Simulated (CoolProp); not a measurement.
A simple Rankine cycle with n-perfluorobutane: condensing at 322.15 K, boiler at 1.64 MPa, turbine inlet 409.3 K, turbine efficiency 0.6, pump efficiency 0.7, no recuperator. Each further row changes one setting.

Computed with CoolProp (reference Helmholtz-energy equation of state, Gao 2022).

| case | thermal efficiency (%) | net work (kJ/kg) | heat in (kJ/kg) | turbine exit temperature (K) | volume ratio over the turbine |
|---|---|---|---|---|---|
| as stated | 4.5 | 6.83 | 152 | 392.2 | 3.45 |
| turbine inlet 429.3 K | 4.3 | 7.50 | 173 | 413.1 | 3.33 |
| condensing temperature 314.15 K | 5.2 | 8.40 | 161 | 389.7 | 4.35 |
| boiler pressure 1.15 MPa | 3.2 | 5.06 | 157 | 398.9 | 2.26 |
| turbine efficiency 0.5 | 3.6 | 5.50 | 152 | 393.6 | 3.47 |
